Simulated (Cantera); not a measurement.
Cantera run, input and output.

```python
import numpy as np
import cantera as ct

surf = ct.Interface("diamond.yaml", "diamond_100")
gas, bulk = surf.adjacent["gas"], surf.adjacent["diamond"]
k = surf.kinetics_species_index(bulk.species_names[0])
cover = ["c6HH", "c6H*", "c6*H", "c6**", "c6HM", "c6B"]

rows, drift = [], 0.0
print(f"{'P':>10s}{'um/h':>11s}" + "".join(f"{s:>11s}" for s in cover))
for v in [640, 980, 1500, 2300, 3600, 5500, 8500, 13000]:
    T, P, xH, xCH3 = 1298, v, 0.00032, 0.00018
    gas.TPX = T, P, {"H": xH, "CH3": xCH3, "CH4": 0.0022, "H2": 1 - xH - xCH3 - 0.0022}
    surf.TP = bulk.TP = T, P
    surf.coverages = "c6H*:0.1, c6HH:0.9"
    surf.advance_coverages(100.0)
    before = surf.coverages
    surf.advance_coverages(100.0)
    drift = max(drift, np.max(np.abs(surf.coverages - before) / (surf.coverages + 1e-9)))
    rate = surf.net_production_rates[k] * bulk.mean_molecular_weight / bulk.density * 3.6e9
    rows.append([rate, *surf[cover].coverages])
    print(f"{v:10.4g}{rate:11.4e}" + "".join(f"{x:11.3e}" for x in rows[-1][1:]))
```

It prints:

```
         P       um/h       c6HH       c6H*       c6*H       c6**       c6HM        c6B
       640 1.2068e-02  5.078e-01  4.072e-02  4.367e-01  1.408e-02  3.149e-05  3.275e-11
       980 2.5198e-02  5.079e-01  4.069e-02  4.363e-01  1.401e-02  4.914e-05  6.838e-11
      1500 5.0681e-02  5.080e-01  4.067e-02  4.361e-01  1.393e-02  7.687e-05  1.375e-10
      2300 9.8219e-02  5.080e-01  4.065e-02  4.358e-01  1.385e-02  1.206e-04  2.665e-10
      3600 1.8847e-01  5.079e-01  4.062e-02  4.356e-01  1.377e-02  1.929e-04  5.114e-10
      5500 3.3771e-01  5.078e-01  4.060e-02  4.353e-01  1.370e-02  2.999e-04  9.164e-10
      8500 6.0065e-01  5.076e-01  4.058e-02  4.351e-01  1.364e-02  4.695e-04  1.630e-09
   1.3e+04 1.0428e+00  5.073e-01  4.056e-02  4.348e-01  1.359e-02  7.233e-04  2.830e-09
```

Model: the Harris–Goodwin 1993 mechanism for the reconstructed diamond (100) surface, integrated in Cantera.
